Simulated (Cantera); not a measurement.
Charge: 1 mol Si, 2.3 mol HCl, at 1.00 bar.

Equilibrium computed with Cantera from the NASA thermochemical tables; the gas is ideal and each condensed phase is pure. Candidate condensed phases: Si; 19 gas species. The tables' values for SiCl3 are old estimates; treat these amounts as uncertain. Rates play no part. All values below are at 800 K.

Base state: H2 0.629, SiCl4 0.263, SiHCl3 0.103, SiH2Cl2 0.00327, HCl 0.00145, SiCl3 9.01e-5, SiH3Cl 2.39e-5 (mole fractions); condensed: Si(s).

### Question
What changes in the equilibrium state with this change: pressure from 1.00 bar to 5.70 Pa?

### Answer
```tsv
species	before	after
H2	0.629	0.651
SiCl4	0.263	0.319
HCl	0.00145	0.0178
SiHCl3	0.103	0.0105
SiH3Cl	2.39e-5	1.73e-8
SiCl2	3.43e-6	0.000500
SiH2Cl2	0.00327	2.81e-5
Si(s), mol	0.379	0.427
```
